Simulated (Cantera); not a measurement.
A perfectly stirred reactor is fed with H2 : O2 : N2 = 1 : 0.847 : 3.19 (molar parts), at 500000 Pa; it is adiabatic with a 350 K inlet, and is followed from long to short residence time, starting on the burning branch (τ in s: 0.16, 0.048, 0.014, 0.0044, 0.0013, 0.00041, 0.00012, 3.7e-05, 1.1e-05).

Cantera simulation using GRI-Mech 3.0 (53 species, 325 reactions); the numbers are that mechanism's predictions, not measurements. The hydrogen kinetics of GRI-Mech 3.0 are dated; newer H2 mechanisms differ, most at raised pressure.

### Question
What does this change do: N2 3.19 to 4.5 parts?

### Answer
```
quantity                                                                          before                               after
------------------------------------------------  --------------------------------------  ----------------------------------
blow-out, bracketed by the residence times tried  burning at 11.0 µs, the shortest tried  burning at 37.0 µs, out at 11.0 µs
x(H2) at τ = 0.160 s                                                             5.35e-5                             4.39e-5
x(O2) at τ = 0.160 s                                                              0.0762                              0.0593
x(H2O2) at τ = 0.160 s                                                           1.76e-7                             1.43e-7
x(H2O) at τ = 0.160 s                                                              0.220                               0.171
x(HO2) at τ = 0.160 s                                                            1.87e-6                             1.70e-6
x(H2) at τ = 1.30 ms                                                            0.000835                             0.00114
x(O2) at τ = 1.30 ms                                                              0.0760                              0.0595
x(H2O2) at τ = 1.30 ms                                                           7.53e-7                             1.30e-6
x(H2O) at τ = 1.30 ms                                                              0.218                               0.169
x(HO2) at τ = 1.30 ms                                                            1.46e-5                             3.58e-5
```

### Question
What does this change do: inlet temperature 350 to 800 K?

### Answer
```json
[
 {"quantity": "blow-out, bracketed by the residence times tried", "before": "burning at 11.0 µs, the shortest tried", "after": "burning at 11.0 µs, the shortest tried"},
 {"quantity": "x(H2) at τ = 0.160 s", "before": "5.35e-5", "after": "0.000465"},
 {"quantity": "x(O2) at τ = 0.160 s", "before": "0.0762", "after": "0.0730"},
 {"quantity": "x(H2O2) at τ = 0.160 s", "before": "1.76e-7", "after": "4.68e-7"},
 {"quantity": "x(H2O) at τ = 0.160 s", "before": "0.220", "after": "0.218"},
 {"quantity": "x(HO2) at τ = 0.160 s", "before": "1.87e-6", "after": "6.26e-6"},
 {"quantity": "x(H2) at τ = 1.30 ms", "before": "0.000835", "after": "0.00107"},
 {"quantity": "x(O2) at τ = 1.30 ms", "before": "0.0760", "after": "0.0750"},
 {"quantity": "x(H2O2) at τ = 1.30 ms", "before": "7.53e-7", "after": "5.57e-7"},
 {"quantity": "x(H2O) at τ = 1.30 ms", "before": "0.218", "after": "0.216"},
 {"quantity": "x(HO2) at τ = 1.30 ms", "before": "1.46e-5", "after": "8.72e-6"}
]
```
